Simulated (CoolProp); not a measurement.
Model: reference Helmholtz-energy equation of state, Lemmon 2006, in CoolProp. It is a short technical equation, of lower accuracy than the large ones.

Task: For CH3F (R41), give the phase and the Z, Joule-Thomson coefficient (K/MPa), isothermal compressibility (1/MPa), fugacity coefficient at 358.1 K and 3.69 MPa; 358.1 K and 10.2 MPa.

Result: 
- 358.1 K and 3.69 MPa: gas; Z 0.825, Joule-Thomson coefficient 9.94, isothermal compressibility 0.332, fugacity coefficient 0.844
- 358.1 K and 10.2 MPa: supercritical; Z 0.468, Joule-Thomson coefficient 5.79, isothermal compressibility 0.198, fugacity coefficient 0.609
